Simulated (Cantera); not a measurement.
# Pyrogenic steam for wet oxidation

A perfectly stirred reactor is fed with 31.0 % H2, 23.8 % O2, 45.2 % N2, at 0.900 bar; it is held at 1198 K, and followed from long to short residence time.

Cantera simulation using GRI-Mech 3.0 (53 species, 325 reactions); the numbers are that mechanism's predictions, not measurements. The temperature is held fixed by assumption; the heat of reaction is taken as removed at once.

| τ (s) | x H2 | x O2 | x N2O | x HO2 | x OH | x NO | x O |
|---|---|---|---|---|---|---|---|
| 1.1 | 0.000450 | 0.0988 | 4.66e-7 | 1.65e-5 | 4.22e-5 | 6.40e-8 | 3.12e-6 |
| 0.40 | 0.000845 | 0.0989 | 4.73e-7 | 2.79e-5 | 6.14e-5 | 6.55e-8 | 7.43e-6 |
| 0.14 | 0.00155 | 0.0992 | 4.33e-7 | 4.41e-5 | 9.47e-5 | 6.40e-8 | 1.79e-5 |
| 0.047 | 0.00276 | 0.0997 | 3.71e-7 | 6.49e-5 | 0.000156 | 6.78e-8 | 4.34e-5 |
| 0.016 | 0.00469 | 0.101 | 3.02e-7 | 8.76e-5 | 0.000264 | 8.95e-8 | 0.000100 |
| 0.0056 | 0.00778 | 0.102 | 2.35e-7 | 0.000110 | 0.000445 | 1.46e-7 | 0.000217 |
| 0.0019 | 0.0131 | 0.104 | 1.73e-7 | 0.000133 | 0.000756 | 2.67e-7 | 0.000456 |
| 0.00066 | 0.0217 | 0.108 | 1.21e-7 | 0.000153 | 0.00125 | 4.79e-7 | 0.000901 |
| 0.00023 | 0.0360 | 0.114 | 8.18e-8 | 0.000169 | 0.00200 | 8.04e-7 | 0.00170 |
x: mole fraction; the columns are a selection and need not sum to one.
